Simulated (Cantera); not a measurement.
Cantera with NASA thermochemical tables; ideal gases at 1 bar, condensed phases pure. Values are per mole of reaction as written; species without (g) are pure solids or liquids, kept so even where they would boil at 1 bar.

Question: Between 300 and 1850 K, where is each reaction favourable under standard conditions?
- H2(g) + ZrO2 = Zr + 2 OH(g)

Answer: 
- H2(g) + ZrO2 = Zr + 2 OH(g): ΔG° is 1109 kJ at 300 K and 778 kJ at 1850 K; it stays positive (K < 1). ΔH° is 1155 kJ and ΔS° 204 J/K at 1850 K.
